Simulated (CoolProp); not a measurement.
Vapour-liquid equilibrium of propylene (1) + dimethyl ether (2) at -70.75 °C; x and y are mole fractions of (1).

Computed with CoolProp (multi-fluid Helmholtz-energy mixture model, Lemmon 2013 and Wu 2011; pair parameters Bell 2016).

```
x      bubble pressure (kPa)  y at the bubble point  dew pressure at overall composition x (kPa)  liquid density (mol/L)
-----  ---------------------  ---------------------  -------------------------------------------  ----------------------
0.05                   9.686                  0.215                                        8.328                   17.15
0.125                  12.07                  0.417                                        8.896                   16.98
0.2                    14.27                  0.545                                        9.545                   16.81
0.275                  16.29                  0.634                                        10.29                   16.64
0.35                   18.14                  0.701                                        11.17                   16.47
0.425                  19.86                  0.753                                        12.19                   16.31
0.5                    21.47                  0.795                                        13.42                   16.15
0.575                  22.98                  0.832                                        14.89                   15.99
0.65                   24.41                  0.865                                        16.70                   15.84
0.725                  25.81                  0.895                                        18.92                   15.69
0.8                    27.17                  0.923                                        21.65                   15.54
0.875                  28.53                  0.952                                        24.89                   15.39
0.95                   29.90                  0.980                                        28.46                   15.25
```

No azeotrope shows between x = 0.05 and 0.95.

Pair parameters are fitted to limited data, so mixtures are less certain than the pure fluids.
